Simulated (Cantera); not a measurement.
Input: 1 mol FeCl₂, a varied amount of H₂, held at 1627 °C and 8.40e-5 bar.

Equilibrium computed with Cantera from the NASA thermochemical tables; the gas is ideal and each condensed phase is pure. Candidate condensed phases: Fe, FeCl₂, FeCl₃; 11 gas species. Kinetics and transport are ignored.

**Question.** At 13 mol H₂, list the 6 most abundant gas species with their mole fractions, and the condensed phases.

**Answer.** H₂ 0.736, HCl 0.117, H 0.0743, Fe 0.0629, Cl 0.00890, FeCl₂ 0.00107. Condensed: gas only.
